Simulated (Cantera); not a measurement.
What does this Cantera script print?

```python
import numpy as np
import cantera as ct

gas = ct.Solution("h2o2.yaml")
gas.TPX = 600, 1000000, {'H2': 1, 'O2': 0.179, 'N2': 0.536, 'H2O': 0.0018}
flame = ct.FreeFlame(gas, width=0.008)
flame.set_refine_criteria(ratio=3, slope=0.08, curve=0.16)
flame.transport_model = "mixture-averaged"
flame.solve(loglevel=0, auto=True)
z, T = flame.grid, flame.T
thick = (T[-1] - T[0]) / np.gradient(T, z).max()
show = ['H2', 'O2', 'H2O2', 'HO2', 'OH', 'O']
print(f"laminar burning velocity  {flame.velocity[0] * 100:.3f} cm/s")
print(f"burnt temperature         {T[-1]:.1f} K")
print(f"thermal thickness         {thick * 1e3:.4f} mm")
print(f"grid points               {len(z)}")
z0 = z[flame.heat_release_rate.argmax()]
print(f"{'z/mm':>9s}{'T/K':>9s}{'u/(m/s)':>9s}" + "".join(f"{s:>11s}" for s in show))
rows = []
for k in (-3, -2, -1.5, -1, -0.5, -0.25, 0, 0.25, 0.5, 1, 2, 4, 8):
    zz = z0 + k * thick
    rows.append([k * thick, np.interp(zz, z, T), np.interp(zz, z, flame.velocity),
                 *(np.interp(zz, z, flame.X[gas.species_index(s)]) for s in show)])
    print(f"{rows[-1][0] * 1e3:9.3f}{rows[-1][1]:9.1f}{rows[-1][2]:9.3f}" + "".join(f"{x:11.3e}" for x in rows[-1][3:]))
```

It prints:

```
laminar burning velocity  833.003 cm/s
burnt temperature         2190.9 K
thermal thickness         0.0262 mm
grid points               118
     z/mm      T/K  u/(m/s)         H2         O2       H2O2        HO2         OH          O
   -0.078    600.0    8.330  5.825e-01  1.043e-01  5.228e-12  2.142e-10  1.164e-14  3.333e-13
   -0.052    600.1    8.330  5.825e-01  1.043e-01  5.462e-10  2.191e-08  2.882e-12  8.243e-11
   -0.039    600.3    8.333  5.824e-01  1.043e-01  4.769e-09  1.889e-07  3.560e-11  1.014e-09
   -0.026    603.8    8.367  5.815e-01  1.045e-01  1.930e-07  7.425e-06  2.502e-09  5.302e-08
   -0.013    699.7    9.473  5.680e-01  1.052e-01  2.962e-05  8.372e-04  5.853e-05  1.373e-05
   -0.007   1001.8   13.113  5.333e-01  9.547e-02  7.968e-05  1.001e-03  6.165e-04  1.900e-04
    0.000   1384.1   17.713  4.794e-01  6.760e-02  3.230e-05  4.949e-04  1.197e-03  7.817e-04
    0.007   1653.9   21.047  4.307e-01  3.425e-02  5.766e-06  2.272e-04  1.788e-03  9.599e-04
    0.013   1799.3   22.862  4.048e-01  1.404e-02  2.656e-06  8.992e-05  1.946e-03  6.009e-04
    0.026   1919.9   24.304  3.932e-01  2.369e-03  8.451e-07  1.432e-05  1.886e-03  2.057e-04
    0.052   2009.0   25.290  3.969e-01  1.617e-04  2.249e-07  9.790e-07  1.608e-03  8.444e-05
    0.105   2079.6   26.041  4.034e-01  1.278e-05  8.835e-08  1.229e-07  1.171e-03  3.712e-05
    0.209   2129.4   26.560  4.083e-01  3.899e-06  3.618e-08  4.159e-08  7.504e-04  1.378e-05
```

Computed with Cantera and the H2/O2 subset of GRI-Mech 3.0, which has no nitrogen chemistry. The hydrogen kinetics of GRI-Mech 3.0 are dated; newer H2 mechanisms differ, most at raised pressure. Burning velocities carry a grid error of a few per cent, more on coarse grids.
